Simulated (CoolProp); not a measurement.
Saturation properties of isobutene.

Values from CoolProp's reference Helmholtz-energy equation of state, Lemmon 2005. It is a short technical equation, of lower accuracy than the large ones.

| T (K) | p (MPa) | liquid density (kg/m³) | vapour density (kg/m³) | liquid cp (kJ/(kg K)) | surface tension (mN/m) |
|---|---|---|---|---|---|
| 318.5 | 0.5413 | 561.8 | 13.20 | 2.500 | 9.33 |
| 320.8 | 0.5747 | 558.7 | 14.00 | 2.516 | 9.07 |
| 323.1 | 0.6096 | 555.5 | 14.84 | 2.532 | 8.81 |
| 325.5 | 0.6477 | 552.1 | 15.76 | 2.549 | 8.53 |
| 327.8 | 0.6859 | 548.8 | 16.69 | 2.566 | 8.27 |
| 330.1 | 0.7256 | 545.5 | 17.66 | 2.583 | 8.01 |
| 332.4 | 0.7671 | 542.1 | 18.67 | 2.601 | 7.76 |
| 334.8 | 0.8122 | 538.6 | 19.79 | 2.621 | 7.49 |
| 337.1 | 0.8572 | 535.1 | 20.90 | 2.640 | 7.24 |
| 339.4 | 0.9040 | 531.6 | 22.08 | 2.660 | 6.99 |
| 341.8 | 0.9549 | 527.9 | 23.36 | 2.682 | 6.72 |
| 344.1 | 1.006 | 524.2 | 24.65 | 2.703 | 6.48 |
| 346.4 | 1.058 | 520.6 | 26.00 | 2.726 | 6.23 |
| 348.7 | 1.113 | 516.8 | 27.42 | 2.749 | 5.98 |

It boils at 266.1 K under 1 atm.

Surface tension comes from a separate correlation (Mulero 2012).
